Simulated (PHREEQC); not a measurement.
PHREEQC input (ion-association model, phreeqc.dat):

```
PHASES
  Fix_H+
    H+ = H+
    -log_k 0
SOLUTION 1
  temp 25
  units mol/kgw
  pH 7 charge
  Cl 0.003
  Na 0.003
END
SELECTED_OUTPUT 1
  -reset false
  -pH true
  -pe true
  -ionic_strength true
  -water true
  -totals Ca Cl F Na
  -molalities H+ Ca+2 Na+ Cl- F- OH- O2 HF HF2- CaOH+
    NaOH NaF
  -equilibrium_phases Fluorite
  -saturation_indices Halite
PRINT
  -reset false
USE solution 1
EQUILIBRIUM_PHASES 1
  Fix_H+ -4 HCl 10
    -force_equality true
  Fluorite 0 0.1
  O2(g) -0.68 10
END
# ... the last block is repeated for the other 12 points of pH, with NaOH or the acid as the point needs
```

Selected output (columns that matter, 11 of 13 rows; pH added in front):

```
pH	mu	Ca	Cl	F	Na	m_H+	m_Ca+2	m_Na+	m_Cl-	m_F-	m_OH-	m_HF	Fluorite	si_Halite
4	0.003796	0.00023011	0.0031628	0.00046022	0.003	0.00010631	0.00023011	0.0029994	0.0031628	0.00040299	1.0828e-10	5.644e-05	0.09977	-6.6508
4.75	0.0036598	0.00021386	0.0030293	0.00042771	0.003	1.8887e-05	0.00021386	0.0029994	0.0030293	0.00041666	6.082e-10	1.0389e-05	0.099786	-6.6686
5.5	0.0036354	0.00021091	0.0030052	0.00042181	0.003	3.3581e-06	0.00021091	0.0029994	0.0030052	0.00041931	3.4194e-09	1.8596e-06	0.099789	-6.6719
7	0.0036303	0.00021029	0.0030001	0.00042057	0.003	1.0619e-07	0.00021029	0.0029994	0.0030001	0.00041988	1.0813e-07	5.8889e-08	0.09979	-6.6726
7.75	0.0036308	0.00021027	0.003	0.00042054	0.0030006	1.8884e-08	0.00021027	0.0029999	0.003	0.0004199	6.0805e-07	1.0473e-08	0.09979	-6.6725
8.5	0.0036336	0.00021028	0.003	0.00042056	0.0030034	3.3581e-09	0.00021027	0.0030028	0.003	0.00041992	3.4194e-06	1.8624e-09	0.09979	-6.6721
9.25	0.0036496	0.00021035	0.003	0.0004207	0.0030193	5.9723e-10	0.0002103	0.0030186	0.003	0.00042006	1.9231e-05	3.3125e-10	0.09979	-6.67
10	0.0037395	0.00021074	0.003	0.00042148	0.0031085	1.0627e-10	0.00021045	0.0031079	0.003	0.00042082	0.00010823	5.8966e-11	0.099789	-6.6579
11.5	0.0071635	0.00022342	0.003	0.00044683	0.0065121	3.424e-12	0.00021471	0.0065107	0.003	0.00044544	0.0035034	1.9264e-12	0.099777	-6.3565
12.25	0.024779	0.00026515	0.003	0.00053031	0.024074	6.3795e-13	0.00022238	0.024069	0.003	0.00052497	0.021031	3.7644e-13	0.099735	-5.8429
13	0.14106	0.00039845	0.003	0.00079691	0.14024	1.2324e-13	0.00022546	0.14021	0.003	0.00076335	0.13707	8.1441e-14	0.099602	-5.1919
```

Complexes and solids missing from the database can't appear.
